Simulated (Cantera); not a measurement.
Mixture: CH4 : C2H6 : O2 : N2 = 1 : 0.068 : 4.14 : 15.6 (molar parts), equivalence ratio 0.54, at 500000 Pa, adiabatic and at constant volume. Ignition delay is the time to a rise of 400 K.

Detailed kinetics in Cantera: GRI-Mech 3.0 (53 species, 325 reactions).

Q: Predict: delay at 1075 K; delay at 1275 K; delay at 1475 K; delay at 1675 K; delay at 1875 K; apparent activation energy between 1775 and 1975 K.

A: 
| Property | Value |
|---|---|
| delay at 1075 K | 11.7 ms |
| delay at 1275 K | 0.874 ms |
| delay at 1475 K | 0.119 ms |
| delay at 1675 K | 23.8 µs |
| delay at 1875 K | 7.41 µs |
| apparent activation energy between 1775 and 1975 K | 140 kJ/mol |
